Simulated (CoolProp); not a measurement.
trans-2-butene along the isotherm 525 K: Z from the reference equation and from simpler models built on Tc = 428.6 K, pc = 4.019 MPa, ω = 0.210; each cubic takes its own stable root.

Model: reference Helmholtz-energy equation of state, Lemmon 2005, in CoolProp. It is a short technical equation, of lower accuracy than the large ones.

| p (MPa) | phase | reference |
|---|---|---|
| 0.0635 | gas | 0.9972 |
| 0.0959 | gas | 0.9958 |
| 0.145 | gas | 0.9936 |
| 0.218 | gas | 0.9904 |
| 0.329 | gas | 0.9855 |
| 0.497 | gas | 0.9781 |
| 0.749 | gas | 0.9668 |
| 1.13 | gas | 0.9496 |
| 1.7 | gas | 0.9235 |
| 2.57 | gas | 0.8829 |
| 3.88 | gas | 0.8201 |
| 5.85 | supercritical | 0.7263 |
| 8.83 | supercritical | 0.6141 |
| 13.3 | supercritical | 0.5896 |
| 20.1 | supercritical | 0.7035 |

Q: How far does each simpler model (van der Waals, Soave-Redlich-Kwong) lie from the reference over these 15 states: mean and median of the absolute difference, and the worst?

A: 
- van der Waals: mean 3.3 %, median 0.2 %, worst +20.8 % at 525 K and 20.1 MPa
- Soave-Redlich-Kwong: mean 2.7 %, median 0.3 %, worst +13.0 % at 525 K and 13.3 MPa
